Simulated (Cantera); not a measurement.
Cantera run, input and output.

```python
import numpy as np
import cantera as ct

gas = ct.Solution("gri30.yaml")
gas.TPX = 525, 150000, {'CO': 1, 'H2': 0.23, 'CH4': 1, 'O2': 6.38, 'N2': 24}
inlet = ct.Reservoir(gas, clone=True)
gas.equilibrate("HP")  # start burning
reactor = ct.IdealGasConstPressureReactor(gas, energy="on", clone=False)
exhaust = ct.Reservoir(gas, clone=True)
tau = [0.022, 0.011, 0.0053, 0.0026, 0.0013, 0.00064, 0.00031, 0.00015, 7.6e-05, 3.7e-05, 1.8e-05, 9.1e-06][0]
for a, b in ((inlet, reactor), (reactor, exhaust)):
    ct.MassFlowController(a, b, mdot=lambda t: reactor.mass / tau)
net = ct.ReactorNet([reactor])
show = ['CO', 'H2', 'CH4', 'C2H6', 'NO', 'HCN', 'NO2']

rows = []
print(f"{'tau/s':>10s}{'T/K':>9s}" + "".join(f"{s:>11s}" for s in show))
for tau in [0.022, 0.011, 0.0053, 0.0026, 0.0013, 0.00064, 0.00031, 0.00015, 7.6e-05, 3.7e-05, 1.8e-05, 9.1e-06]:
    net.initial_time = 0.0
    net.advance(30 * tau)
    before = gas.X
    net.advance(40 * tau)
    drift = np.max(np.abs(gas.X - before) / (gas.X + 1e-9))
    rows.append([gas.T, *gas[show].X, drift])
    print(f"{tau:10.3e}{gas.T:9.1f}" + "".join(f"{x:11.3e}" for x in gas[show].X))
```

Output:

```
     tau/s      T/K         CO         H2        CH4       C2H6         NO        HCN        NO2
 2.200e-02   1534.0  1.074e-03  7.625e-05  3.492e-05  3.179e-09  2.960e-06  1.077e-09  2.291e-08
 1.100e-02   1526.8  1.743e-03  1.220e-04  5.484e-05  5.317e-09  2.376e-06  1.157e-09  1.672e-08
 5.300e-03   1514.5  2.923e-03  2.000e-04  8.962e-05  9.407e-09  1.826e-06  1.359e-09  1.134e-08
 2.600e-03   1494.7  4.905e-03  3.249e-04  1.501e-04  1.802e-08  1.395e-06  1.798e-09  7.643e-09
 1.300e-03   1461.6  8.364e-03  5.326e-04  2.695e-04  4.283e-08  1.025e-06  2.592e-09  5.161e-09
 6.400e-04   1383.9  1.666e-02  1.057e-03  6.989e-04  2.781e-07  4.654e-07  3.732e-09  2.775e-09
 3.100e-04    525.0  3.067e-02  7.053e-03  3.067e-02  8.643e-18  6.605e-21  3.195e-22  2.005e-20
 1.500e-04    525.0  3.067e-02  7.053e-03  3.067e-02  8.929e-20  6.824e-23  3.301e-24  2.072e-22
 7.600e-05    525.0  3.067e-02  7.053e-03  3.067e-02  4.858e-22  3.713e-25  1.796e-26  1.127e-24
 3.700e-05    525.0  3.067e-02  7.053e-03  3.067e-02  3.069e-23  2.345e-26  1.134e-27  7.121e-26
 1.800e-05    525.0  3.067e-02  7.053e-03  3.067e-02  1.939e-24  1.481e-27  7.166e-29  4.498e-27
 9.100e-06    525.0  3.067e-02  7.053e-03  3.067e-02  1.224e-25  9.358e-29  4.526e-30  2.841e-28
```

Computed with Cantera and GRI-Mech 3.0 (53 species, 325 reactions).
